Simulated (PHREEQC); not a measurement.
Solution (25 °C): 0.0011 mol/kgw NH4HF2, 0.028 mol/kgw H2SiF6, 4.5e-05 mol/kgw HBF4 and 0.018 mol/kgw HCl. Closed to the air; pH follows from the charge balance.

All values are PHREEQC results (ion-association model, wateq4f.dat), not measurements.

This is a speciation only: nothing precipitates in the calculation.

### Question
What pH, ionic strength does the model give?

### Answer
pH 1.23; ionic strength 0.0992 mol/kgw.

### Question
In which forms is B present?

### Answer
BF4- 75 %, H3BO3 21 %, BF3OH- 3.5 %, BF2(OH)2- 0.6 % of the B.

The solution is supersaturated, for example in Quartz (slow to form), Chalcedony (slow to form), so a real one may precipitate; this is no full list. Complexes and solids missing from the database can't appear. SiF6-2 is the database's only silicon fluoride. Real BF4- forms and hydrolyses slowly; the run takes it at equilibrium.
